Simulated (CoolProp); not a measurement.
R1224YDZ along the isotherm 473.1 K: Z from the reference equation and from simpler models built on Tc = 428.7 K, pc = 3334 kPa, ω = 0.325; each cubic takes its own stable root.

Computed with CoolProp (reference Helmholtz-energy equation of state, Akasaka 2023).

```tsv
p (kPa)	phase	reference
15.8	gas	0.9988
32.5	gas	0.9976
66.7	gas	0.9951
137	gas	0.9899
281	gas	0.9792
578	gas	0.9566
1190	gas	0.9085
2440	gas	0.8024
5000	supercritical	0.5402
```

Q: How far does each simpler model (Soave-Redlich-Kwong, Peng-Robinson) lie from the reference over these 9 states: mean and median of the absolute difference, and the worst?

A: 
- Soave-Redlich-Kwong: mean 0.7 %, median 0.1 %, worst +5.0 % at 473.1 K and 5000 kPa
- Peng-Robinson: mean 0.5 %, median 0.2 %, worst -2.0 % at 473.1 K and 2440 kPa
